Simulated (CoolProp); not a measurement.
Model: reference Helmholtz-energy equation of state, Akasaka 2019, in CoolProp.

Problem. For R1234ze(Z), give the phase and the cp (kJ/(kg K)), cv (kJ/(kg K)), isothermal compressibility (1/MPa), expansivity (1/kK) at 92.75 °C and 5.15 bar; 105.05 °C and 5.15 bar.

Solution. 
- 92.75 °C and 5.15 bar: gas; cp 1.03, cv 0.912, isothermal compressibility 2.17, expansivity 3.95
- 105.05 °C and 5.15 bar: gas; cp 1.04, cv 0.927, isothermal compressibility 2.14, expansivity 3.64
